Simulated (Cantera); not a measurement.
Feed: 1 mol Si, 0.0039 mol O₂, 4 mol N₂, 0.52 mol CO₂, held at 1948.15 K and 1.50 Pa.

Cantera equilibrium calculation (NASA polynomials, part measured and part estimated; ideal gas, pure solids and liquids). Candidate condensed phases: C, Si, SiC, SiO₂, Si₂N₂O, Si₃N₄; 34 gas species. The tables' values for SiN are old estimates; treat these amounts as uncertain. The numbers say what is thermodynamically allowed, not how fast it happens.

What is the equilibrium state?


| Item | Value |
|---|---|
| x(N₂) | 0.725 |
| x(SiO) | 0.0957 |
| x(CO) | 0.0942 |
| x(Si) | 0.0853 |
| x(SiN) | 8.31e-5 |
| x(Si₂) | 4.28e-5 |
| x(Si₂C) | 2.26e-5 |
| x(Si₂N) | 6.31e-6 |
| gas amount | 5.519 mol |
| log10 activity of Si(l) (absent) | -1.26 |
| log10 activity of C(graphite) (absent) | -2.00 |
